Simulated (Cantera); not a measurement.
Feed: 1 mol MgO, 1.8 mol NF3, 41 mol H2, 5.7 mol HF, equilibrated at 4.20 Torr.

These are equilibrium values from Cantera (NASA tables, ideal gas, pure condensed phases), not measurements of a reactor. Candidate condensed phases: H2O, Mg, MgF2, MgO, Mg(OH)2; 50 gas species. Mutual solubility and eutectic melting of coexisting phases are not modelled. Rates play no part.

### Question
Which condensed phases are stable at each of these points (T (K)): 1275, 1325, 1375, 1425, 1475, 1525, 1575, 1625, 1675, 1725, 1775?

### Answer
```tsv
T (K)	condensed phases	Mg condensed (%)
1275	MgF2(s)	99.8
1325	MgF2(s)	99.1
1375	MgF2(s) + MgO(s)	96.7
1425	MgF2(s) + MgO(s)	89.7
1475	MgO(s)	73.5
1525	MgO(s)	67.4
1575	MgO(s)	60.4
1625	MgO(s)	52.2
1675	MgO(s)	42.5
1725	MgO(s)	30.4
1775	MgO(s)	14.6
```

From 1275 K to 1325 K the condensed part is MgF2(s). From 1375 K to 1425 K the condensed part is MgF2(s) + MgO(s). From 1475 K to 1775 K the condensed part is MgO(s).
